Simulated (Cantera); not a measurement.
Feed: 1 mol c-C4F8, 1 mol H2, 0.12 mol CH4, at 3100 K and 13.3 mbar.

Cantera equilibrium calculation (NASA polynomials, part measured and part estimated; ideal gas, pure solids and liquids). The feed counts by its element totals alone. The numbers say what is thermodynamically allowed, not how fast it happens.

```json
[
 {"species": "HF", "before": "0.272", "after": "0.642"},
 {"species": "CF4", "before": "2.14e-7", "after": "0.358"},
 {"species": "CF2", "before": "0.0146", "after": "7.63e-7"},
 {"species": "F", "before": "0.541", "after": "6.49e-8"},
 {"species": "CF", "before": "0.0764", "after": "<1e-9"},
 {"species": "C3", "before": "0.0656", "after": "<1e-9"},
 {"species": "H", "before": "0.0126", "after": "<1e-9"},
 {"species": "C", "before": "0.00954", "after": "<1e-9"},
 {"species": "C2", "before": "0.00679", "after": "<1e-9"},
 {"species": "C5", "before": "0.00161", "after": "<1e-9"},
 {"species": "C4", "before": "0.000292", "after": "<1e-9"},
 {"species": "C2H", "before": "0.000204", "after": "<1e-9"},
 {"species": "H2", "before": "4.66e-5", "after": "<1e-9"},
 {"species": "C(graphite), mol", "before": "1.33", "after": "2.74"}
]
```
Gas species are given as mole fractions.

What was changed between the two runs?
A. temperature from 3100 K to 1675 K
B. temperature from 3100 K to 1198 K
C. H2 from 1 to 2.6 mol
D. CH4 from 0.12 to 0.009 mol

B, temperature from 3100 K to 1198 K. Gases not in the tables: C2F6 and larger saturated fluorocarbons
